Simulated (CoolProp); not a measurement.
Values from CoolProp's reference Helmholtz-energy equation of state, Thol 2019.

Task: For n-pentane, give the phase and the density (kg/m³), cp (kJ/(kg K)), speed of sound (m/s), expansivity (1/kK) at 218.6 K and 4.19 MPa; 330.5 K and 4.19 MPa; 342.9 K and 4.19 MPa.

Result: 
- 218.6 K and 4.19 MPa: liquid; density 699, cp 2.03, speed of sound 1430, expansivity 1.26
- 330.5 K and 4.19 MPa: liquid; density 594, cp 2.45, speed of sound 896, expansivity 1.73
- 342.9 K and 4.19 MPa: liquid; density 582, cp 2.51, speed of sound 840, expansivity 1.83
